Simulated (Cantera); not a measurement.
Input: 1 mol B2H6, 0.99 mol NH3, 54 mol N2, at 1823.15 K and 750 Torr.

Cantera equilibrium calculation (NASA polynomials, part measured and part estimated; ideal gas, pure solids and liquids). Candidate condensed phases: B, BN; 15 gas species. The feed counts by its element totals alone. Kinetics and transport are ignored.

Base state: N2 0.923, H2 0.0773, H 0.000121 (mole fractions); condensed: BN(s).

Problem. What changes in the equilibrium state with this change: NH3 from 0.99 to 14 mol?

Solution. 
```
species       before     after
----------  --------  --------
N2             0.923     0.714
H2            0.0773     0.286
H           0.000121  0.000232
BN(s), mol      2.00      2.00
```

Problem. What changes in the equilibrium state with this change: pressure from 750 Torr to 7.50 Torr?

Solution. 
| species | before | after |
|---|---|---|
| N2 | 0.923 | 0.922 |
| H2 | 0.0773 | 0.0767 |
| H | 0.000121 | 0.00120 |
| BN(s), mol | 2.00 | 2.00 |
